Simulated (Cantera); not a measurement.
**Carbothermic reduction: Fe3O4 + CH4 + CO**

Feed: 1 mol Fe3O4, 0.36 mol CH4, 0.17 mol CO, at 13.3 mbar.

Equilibrium computed with Cantera from the NASA thermochemical tables; the gas is ideal and each condensed phase is pure. Candidate condensed phases: C, C6H6, C7H8, C8H18, Fe, Fe(CO)5, FeO, Fe(OH)2, Fe(OH)3, Fe2O3, Fe3O4, H2O; 114 gas species. The tables' stoichiometric FeO is somewhat more stable than real wüstite, so its field is too wide. FeO: taken at fixed stoichiometry. The numbers say what is thermodynamically allowed, not how fast it happens.

| T (°C) | log p H2O | log p Fe | log p CO | log p H2 | log p CO2 | log p O2 | log p FeO | log p O | log p H | log p OH | n FeO(s) | n FeO(l) |
|---|---|---|---|---|---|---|---|---|---|---|---|---|
| 1102 | -2.35 | -8.68 | -2.48 | -2.50 | -2.64 | -12.72 | -11.18 | -12.56 | -6.72 | -8.31 | 3.00 | 0 |
| 1202 | -2.33 | -7.64 | -2.46 | -2.52 | -2.66 | -11.36 | -9.89 | -11.22 | -6.15 | -7.54 | 3.00 | 0 |
| 1302 | -2.32 | -6.73 | -2.44 | -2.54 | -2.69 | -10.18 | -8.78 | -10.06 | -5.65 | -6.87 | 3.00 | 0 |
| 1402 | -2.31 | -5.95 | -2.43 | -2.55 | -2.71 | -9.14 | -7.81 | -9.04 | -5.21 | -6.29 | 0 | 3.00 |
| 1502 | -2.30 | -5.29 | -2.42 | -2.57 | -2.73 | -8.22 | -6.99 | -8.13 | -4.82 | -5.76 | 0 | 3.00 |
| 1602 | -2.30 | -4.71 | -2.42 | -2.58 | -2.75 | -7.39 | -6.27 | -7.31 | -4.47 | -5.30 | 0 | 3.00 |
| 1702 | -2.29 | -4.20 | -2.41 | -2.60 | -2.76 | -6.63 | -5.62 | -6.57 | -4.16 | -4.88 | 0 | 2.99 |
| 1802 | -2.29 | -3.75 | -2.42 | -2.63 | -2.76 | -5.93 | -5.04 | -5.90 | -3.89 | -4.49 | 0 | 2.98 |
| 1902 | -2.29 | -3.37 | -2.44 | -2.68 | -2.76 | -5.24 | -4.51 | -5.26 | -3.65 | -4.13 | 0 | 2.95 |
| 2002 | -2.30 | -3.06 | -2.48 | -2.78 | -2.75 | -4.54 | -4.03 | -4.64 | -3.46 | -3.79 | 0 | 2.90 |
| 2102 | -2.34 | -2.80 | -2.55 | -2.91 | -2.74 | -3.85 | -3.60 | -4.05 | -3.31 | -3.48 | 0 | 2.79 |
| 2202 | -2.46 | -2.56 | -2.69 | -3.12 | -2.81 | -3.24 | -3.20 | -3.51 | -3.21 | -3.24 | 0 | 2.50 |
| 2302 | -2.90 | -2.30 | -3.06 | -3.60 | -3.17 | -2.76 | -2.84 | -3.06 | -3.26 | -3.21 | 0 | 0.761 |
log p: log10 of the partial pressure in bar; n: condensed amount in mol.

From 1102 °C to 1302 °C the condensed part is FeO(s). From 1402 °C to 2302 °C the condensed part is FeO(l). The main Fe-bearing gas is Fe(OH)2 at 1102 °C and Fe at 2302 °C.
